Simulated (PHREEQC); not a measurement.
1 kg of water holding 0.0054 mol Na2SO4, 0.0051 mol KCl and 0.0032 mol Na2CO3 is evaporated at 25 °C; the solids stay in contact with the brine. CO2 from the air is kept out. The run lets Arcanite, Burkeite, Glaserite, Halite, Kalicinite, Mirabilite, Misenite, Nahcolite, Natron, Sylvite, Thenardite, Trona precipitate or redissolve, and no other solid.

Model: Pitzer model, pitzer.dat, run in PHREEQC.

```tsv
water left (kg)	ionic strength	water activity	Na in solution (mol/kgw)	C in solution (mol/kgw)	Cl in solution (mol/kgw)	pH
1	0.0303	0.999	0.0172	0.00320	0.00510	10.72
0.5552	0.0548	0.999	0.0310	0.00576	0.00919	10.82
0.2534	0.121	[?]	0.0679	0.0126	0.0201	10.94
0.1407	0.218	0.996	0.122	0.0227	0.0363	[?]
0.06419	0.479	0.992	0.268	0.0499	0.0795	11.14
0.03565	0.864	[?]	0.482	0.0898	0.143	[?]
0.0198	1.56	[?]	0.869	0.162	0.258	[?]
0.00904	3.41	[?]	1.90	0.354	0.564	[?]
0.005023	6.15	0.904	3.42	0.637	1.02	11.56
```

### Question
Some entries are withheld; supply them.

### Answer

- 0.2534, water activity: 0.998
- 0.1407, pH: 11.03
- 0.03565, water activity: 0.986
- 0.03565, pH: 11.22
- 0.0198, water activity: 0.975
- 0.0198, pH: 11.30
- 0.00904, water activity: 0.948
- 0.00904, pH: 11.43

Species that the database lacks are ignored.
